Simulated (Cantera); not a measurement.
An isothermal, constant-pressure homogeneous reactor starts with CH₄ : H₂ = 1 : 2.9 (molar parts), at 1525 K and 0.0300 bar.

Detailed kinetics in Cantera: GRI-Mech 3.0 (53 species, 325 reactions). GRI-Mech 3.0 stops at C3 and has no aromatics, soot or wall deposition, so with more carbon than oxygen in the feed, carbon stays in small species such as C2H2 where larger ones or solid carbon would form. Radical loss at walls, strong at low pressure, is not modelled.

**Question.** Predict: x(CH₄) at 1.00 s; x(H₂) at 1.00 s; x(CH₃) at 1.00 s; x(C₂H₄) at 1.00 s; x(CH₂) at 1.00 s; x(C₂H₂) at 1.00 s.

**Answer.** 
```
Quantity                                             Result
-----------------  ----------------------------------------
x(CH₄) at 1.00 s      0.208 (gas-phase equilibrium 0.00520)
x(H₂) at 1.00 s         0.773 (gas-phase equilibrium 0.895)
x(CH₃) at 1.00 s   0.000369 (gas-phase equilibrium 1.53e-5)
x(C₂H₄) at 1.00 s  0.00101 (gas-phase equilibrium 0.000588)
x(CH₂) at 1.00 s    2.49e-8 (gas-phase equilibrium 1.90e-9)
x(C₂H₂) at 1.00 s     0.0183 (gas-phase equilibrium 0.0994)
```
